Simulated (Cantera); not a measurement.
Input (Python, Cantera) and output of one run.

```python
import numpy as np
import cantera as ct

gas_names = [...]  # 109 gases of nasa_gas.yaml made of C, Cl, H, Si
cond_names = """
    C(gr) C6H6(L) C7H8(L) C8H18(L),n-octa Si(cr) Si(L) SiC(b)
""".split()


# ... load() reads the species with a 1 bar reference pressure and builds the phases ...
atoms = {
    'CH3SiH3': {'C': 1, 'H': 6, 'Si': 1},
    'HCl': {'H': 1, 'CL': 1},
    'H2': {'H': 2},
}
top_T = {'C(gr)': 4500, 'SiC(b)': 3050}  # K; cautious upper limits of use, not melting points


# ... equilibrate(T, P, feed) seeds the gas with the atoms and calls Mixture.equilibrate('TP', solver="vcs", rtol=1e-11, max_steps=5000) ...
results = []
feed = {'CH3SiH3': 1, 'HCl': 0.082, 'H2': 6.8}  # mol
P = 1800  # Pa
for T in [1025, 1175, 1325, 1475, 1625, 1775, 1925, 2075, 2225]:
    mix = equilibrate(T, P, feed)
    results.append((T, P, feed, dict(zip(mix.species_names, mix.species_moles))))
    x = sorted(zip(gas.X, gas.species_names), reverse=True)
    print(f"T = {T:g} K  P = {P:g} Pa  gas = {mix.phase_moles(0):.4g} mol")
    print("   x: " + "  ".join(f"{s} {v:.3e}" for v, s in x if v > 0.0001))
    print("   condensed (mol): " + ("  ".join(f"{mix.phase(i).name} {mix.phase_moles(i):.4g}"
          for i in range(1, mix.n_phases) if mix.phase_moles(i) > 1e-12) or "none"))
```

It prints:

```
T = 1025 K  P = 1800 Pa  gas = 9.882 mol
   x: H2 9.917e-01  HCL 8.243e-03
   condensed (mol): SiC(b) 0.9998
T = 1175 K  P = 1800 Pa  gas = 9.882 mol
   x: H2 9.917e-01  HCL 8.278e-03
   condensed (mol): SiC(b) 0.9999
T = 1325 K  P = 1800 Pa  gas = 9.882 mol
   x: H2 9.917e-01  HCL 8.280e-03
   condensed (mol): SiC(b) 0.9999
T = 1475 K  P = 1800 Pa  gas = 9.882 mol
   x: H2 9.916e-01  HCL 8.279e-03
   condensed (mol): SiC(b) 0.9999
T = 1625 K  P = 1800 Pa  gas = 9.885 mol
   x: H2 9.912e-01  HCL 8.271e-03  H 5.235e-04
   condensed (mol): SiC(b) 0.9999
T = 1775 K  P = 1800 Pa  gas = 9.893 mol
   x: H2 9.896e-01  HCL 8.242e-03  H 2.146e-03
   condensed (mol): SiC(b) 0.9997
T = 1925 K  P = 1800 Pa  gas = 9.918 mol
   x: H2 9.845e-01  HCL 8.181e-03  H 7.070e-03  Si 1.009e-04
   condensed (mol): SiC(b) 0.9985
T = 2075 K  P = 1800 Pa  gas = 9.988 mol
   x: H2 9.710e-01  H 1.956e-02  HCL 8.038e-03  Si 6.980e-04  C2H2,acetylene 4.064e-04  CL 1.195e-04
   condensed (mol): SiC(b) 0.9913
T = 2225 K  P = 1800 Pa  gas = 10.16 mol
   x: H2 9.389e-01  H 4.678e-02  HCL 7.713e-03  Si 3.599e-03  C2H2,acetylene 1.929e-03  CL 2.789e-04  SiC2 2.661e-04  Si2C 2.298e-04  SiH 1.973e-04
   condensed (mol): SiC(b) 0.9528
```

Equilibrium computed with Cantera from the NASA thermochemical tables; the gas is ideal and each condensed phase is pure. The feed counts by its element totals alone. The tables' values for SiCl are old estimates; treat these amounts as uncertain. Gases not in the tables: Si2H6 and higher silanes.
